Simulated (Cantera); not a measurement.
## Equilibrium for iron carbonyl, mercury and lead vapours: Fe(CO)5 + O2 + H2

Charge: 1 mol Fe(CO)5, 0.38 mol O2, 0.59 mol H2, at 100 Torr.

Cantera equilibrium calculation (NASA polynomials, part measured and part estimated; ideal gas, pure solids and liquids). Candidate condensed phases: C, C6H6, C7H8, C8H18, Fe, Fe(CO)5, FeO, Fe(OH)2, Fe(OH)3, Fe2O3, Fe3O4, H2O; 114 gas species. Condensed phases not in the tables: cementite and carbon dissolved in iron. Kinetics and transport are ignored.

```tsv
T (°C)	log p CO	log p CO2	log p H2	log p H2O	log p CH4	n C(graphite)	n Fe(α)	n Fe(γ)
650	-1.04	-1.58	-1.88	-2.73	-4.40	0.354	1.00	0
700	-0.99	-1.77	-1.89	-2.89	-4.88	0	1.00	0
750	-0.99	-1.78	-1.90	-2.81	-5.57	0	1.00	0
800	-0.99	-1.79	-1.91	-2.75	-6.20	0	1.00	0
850	-0.99	-1.79	-1.92	-2.69	-6.77	0	1.00	0
900	-0.99	-1.80	-1.93	-2.64	-7.29	0	1.00	0
950	-0.98	-1.81	-1.94	-2.60	-7.77	0	0	1.00
1000	-0.98	-1.81	-1.95	-2.56	-8.22	0	0	1.00
1050	-0.98	-1.82	-1.96	-2.52	-8.63	0	0	1.00
1100	-0.98	-1.83	-1.96	-2.49	-9.01	0	0	1.000
1150	-0.98	-1.83	-1.97	-2.47	-9.36	0	0	1.000
1200	-0.98	-1.84	-1.98	-2.44	-9.69	0	0	1.000
1250	-0.98	-1.84	-1.99	-2.42	-9.99	0	0	1.000
1300	-0.98	-1.85	-1.99	-2.40	-10.28	0	0	1.000
```
log p: log10 of the partial pressure in bar; n: condensed amount in mol.

At 650 °C the condensed part is C(graphite) + Fe(α). From 700 °C to 900 °C the condensed part is Fe(α). From 950 °C to 1300 °C the condensed part is Fe(γ).
